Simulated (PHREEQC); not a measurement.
1 kg of water holding 0.25 mol NaHCO3 meets 20 L of dry gas (CO2 0.34, CH4 0.4, H2S 0.26 by moles) at fixed total pressure, at 1 atm; fugacities by Peng-Robinson. The gases take part in no redox reaction, some water evaporates into the gas, and hydrates or a liquid gas phase aren't modelled. No solid was allowed to form.

The numbers come from PHREEQC with the ion-association model, phreeqc.dat.

### Question
Predict dissolved CO2 (all carbonate carbon) (mol/kgw), dissolved CH4 (mol/kgw), p of CH4 (atm), dissolved H2S (mol/kgw) at T (°C) = 10, 20, 40, 60, 80.

### Answer
```
T (°C)  dissolved CO2 (all carbonate carbon) (mol/kgw)  dissolved CH4 (mol/kgw)  p of CH4 (atm)  dissolved H2S (mol/kgw)
------  ----------------------------------------------  -----------------------  --------------  -----------------------
10                                               0.223                 0.000916           0.415                   0.0696
20                                               0.212                 0.000677           0.405                   0.0687
40                                               0.193                 0.000438           0.378                   0.0728
60                                               0.175                 0.000313           0.323                   0.0788
80                                               0.157                 0.000192           0.210                   0.0809
```

Species that the database lacks are ignored. Constants without temperature data keep their 25 °C values here.
